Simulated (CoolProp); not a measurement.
Ammonia at 589.57 K and 6.98 MPa is throttled through a valve to 1.65 MPa with no heat exchange. Each further row changes one setting.

Model: reference Helmholtz-energy equation of state, Gao 2020, in CoolProp.

| case | temperature change (K) | final density (kg/m³) |
|---|---|---|
| as stated | -19.2 | 6.02 |
| outlet pressure 0.495 MPa | -23.7 | 1.80 |
| outlet pressure 2.15 MPa | -17.3 | 7.85 |
